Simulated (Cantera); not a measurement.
**Silicon carbide growth: CH3SiCl3 + H2**

Input: 1 mol CH3SiCl3, a varied amount of H2, at 1950 °C and 6.80 mbar.

Method: chemical equilibrium by Gibbs-energy minimisation in Cantera with the NASA 1993 tables (ideal gas, pure condensed phases). Candidate condensed phases: C, C6H6, C7H8, C8H18, Si, SiC; 109 gas species. The feed counts by its element totals alone. The tables' values for SiCl are old estimates; treat these amounts as uncertain. Gases not in the tables: Si2H6 and higher silanes. The numbers say what is thermodynamically allowed, not how fast it happens.

From 16 mol H2 to 67 mol H2 the condensed part is C(graphite) + SiC(s). From 96 mol H2 to 140 mol H2 the condensed part is C(graphite). From 200 mol H2 to 280 mol H2 nothing is condensed. The main Si-bearing gas is Si throughout.

| n(H2) (mol) | log p H2 | log p HCl | log p H | log p Cl | n C(graphite) | n SiC(s) |
|---|---|---|---|---|---|---|
| 16 | -2.28 | -3.05 | -3.33 | -4.24 | 0.182 | 0.685 |
| 23 | -2.26 | -3.18 | -3.32 | -4.38 | 0.174 | 0.638 |
| 33 | -2.24 | -3.31 | -3.31 | -4.52 | 0.180 | 0.554 |
| 47 | -2.23 | -3.45 | -3.31 | -4.67 | 0.202 | 0.422 |
| 67 | -2.23 | -3.59 | -3.31 | -4.81 | 0.243 | 0.225 |
| 96 | -2.22 | -3.74 | -3.30 | -4.96 | 0.257 | 0 |
| 140 | -2.21 | -3.89 | -3.30 | -5.12 | 0.0144 | 0 |
| 200 | -2.21 | -4.04 | -3.30 | -5.27 | 0 | 0 |
| 280 | -2.21 | -4.19 | -3.30 | -5.42 | 0 | 0 |
log p: log10 of the partial pressure in bar; n: condensed amount in mol.
